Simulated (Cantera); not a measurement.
A closed system holds: 1 mol n-butane, 2.9 mol CO2, 0.35 mol H2, at 1573 K and 1.80 bar.

These are equilibrium values from Cantera (NASA tables, ideal gas, pure condensed phases), not measurements of a reactor. Candidate condensed phases: C, C6H6, C7H8, C8H18, H2O; 110 gas species. Equilibrium is a limit: real reactors are often held back by kinetics, nucleation or transport.

Base state: CO 0.520, H2 0.478, CH4 0.000756, H2O 0.000466, CO2 0.000175, H 2.10e-5 (mole fractions); condensed: C(graphite).

Problem. What changes in the equilibrium state with this change: CO2 from 2.9 to 0.047 mol?

Solution. 
| species | before | after |
|---|---|---|
| H2 | 0.478 | 0.979 |
| CO | 0.520 | 0.0173 |
| CH4 | 0.000756 | 0.00317 |
| CO2 | 0.000175 | 1.93e-7 |
| H2O | 0.000466 | 3.17e-5 |
| C2H2 (acetylene) | 9.88e-6 | 2.02e-5 |
| C(graphite), mol | 1.10 | 3.94 |
